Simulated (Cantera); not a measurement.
What does this Cantera script print?

```python
import numpy as np
import cantera as ct

gas_names = [...]  # 45 gases of nasa_gas.yaml made of Cu, F, H, N, O
cond_names = """
    Cu(cr) Cu(L) CuF2(s) CuF2(L) CuO(s) CuO2H2(s) Cu2O(s) Cu2O(L) H2O(s) H2O(L)
""".split()


# ... load() reads the species with a 1 bar reference pressure and builds the phases ...
atoms = {
    'CuO': {'Cu': 1, 'O': 1},
    'NF3': {'N': 1, 'F': 3},
    'H2': {'H': 2},
}
top_T = {'CuO(s)': 1390}  # K; cautious upper limits of use, not melting points


# ... equilibrate(T, P, feed) seeds the gas with the atoms and calls Mixture.equilibrate('TP', solver="vcs", rtol=1e-11, max_steps=5000) ...
results = []
feed = {'CuO': 1, 'NF3': 3.3, 'H2': 36}  # mol
P = 133.322  # Pa
for T in [750, 825, 900, 975, 1050, 1125, 1200, 1275, 1350, 1425, 1500, 1575, 1650]:
    mix = equilibrate(T, P, feed)
    results.append((T, P, feed, dict(zip(mix.species_names, mix.species_moles))))
    x = sorted(zip(gas.X, gas.species_names), reverse=True)
    print(f"T = {T:g} K  P = {P:g} Pa  gas = {mix.phase_moles(0):.4g} mol")
    print("   x: " + "  ".join(f"{s} {v:.3e}" for v, s in x if v > 1e-06))
    print("   condensed (mol): " + ("  ".join(f"{mix.phase(i).name} {mix.phase_moles(i):.4g}"
          for i in range(1, mix.n_phases) if mix.phase_moles(i) > 1e-12) or "none"))
```

Result:

```
T = 750 K  P = 133.322 Pa  gas = 42.6 mol
   x: H2 7.054e-01  HF 2.324e-01  N2 3.873e-02  H2O 2.347e-02
   condensed (mol): Cu(cr) 1
T = 825 K  P = 133.322 Pa  gas = 42.6 mol
   x: H2 7.054e-01  HF 2.324e-01  N2 3.873e-02  H2O 2.347e-02
   condensed (mol): Cu(cr) 1
T = 900 K  P = 133.322 Pa  gas = 42.6 mol
   x: H2 7.054e-01  HF 2.324e-01  N2 3.873e-02  H2O 2.347e-02
   condensed (mol): Cu(cr) 1
T = 975 K  P = 133.322 Pa  gas = 42.6 mol
   x: H2 7.054e-01  HF 2.324e-01  N2 3.873e-02  H2O 2.347e-02
   condensed (mol): Cu(cr) 1
T = 1050 K  P = 133.322 Pa  gas = 42.6 mol
   x: H2 7.054e-01  HF 2.324e-01  N2 3.873e-02  H2O 2.347e-02
   condensed (mol): Cu(cr) 1
T = 1125 K  P = 133.322 Pa  gas = 42.6 mol
   x: H2 7.054e-01  HF 2.324e-01  N2 3.873e-02  H2O 2.347e-02  H 1.022e-06  Cu 1.002e-06
   condensed (mol): Cu(cr) 1
T = 1200 K  P = 133.322 Pa  gas = 42.6 mol
   x: H2 7.054e-01  HF 2.324e-01  N2 3.873e-02  H2O 2.347e-02  Cu 9.210e-06  H 4.539e-06
   condensed (mol): Cu(cr) 0.9996
T = 1275 K  P = 133.322 Pa  gas = 42.6 mol
   x: H2 7.053e-01  HF 2.324e-01  N2 3.873e-02  H2O 2.347e-02  Cu 6.494e-05  H 1.696e-05  CuF 2.998e-06
   condensed (mol): Cu(cr) 0.9971
T = 1350 K  P = 133.322 Pa  gas = 42.62 mol
   x: H2 7.051e-01  HF 2.323e-01  N2 3.872e-02  H2O 2.346e-02  Cu 3.670e-04  H 5.481e-05  CuF 1.134e-05
   condensed (mol): Cu(cr) 0.9839
T = 1425 K  P = 133.322 Pa  gas = 42.67 mol
   x: H2 7.041e-01  HF 2.320e-01  N2 3.867e-02  H2O 2.343e-02  Cu 1.629e-03  H 1.568e-04  CuF 3.513e-05
   condensed (mol): Cu(L) 0.9289
T = 1500 K  P = 133.322 Pa  gas = 42.88 mol
   x: H2 7.007e-01  HF 2.308e-01  N2 3.848e-02  H2O 2.332e-02  Cu 6.169e-03  H 4.036e-04  CuF 9.612e-05  Cu2 2.417e-06
   condensed (mol): Cu(L) 0.7312
T = 1575 K  P = 133.322 Pa  gas = 43.52 mol
   x: H2 6.902e-01  HF 2.273e-01  N2 3.791e-02  H2O 2.298e-02  Cu 2.050e-02  H 9.455e-04  CuF 2.369e-04  Cu2 1.272e-05  OH 1.144e-06
   condensed (mol): Cu(L) 0.09628
T = 1650 K  P = 133.322 Pa  gas = 43.64 mol
   x: H2 6.877e-01  HF 2.267e-01  N2 3.781e-02  H2O 2.291e-02  Cu 2.270e-02  H 2.063e-03  CuF 2.011e-04  Cu2 7.939e-06  OH 3.106e-06
   condensed (mol): none
```

These are equilibrium values from Cantera (NASA tables, ideal gas, pure condensed phases), not measurements of a reactor.
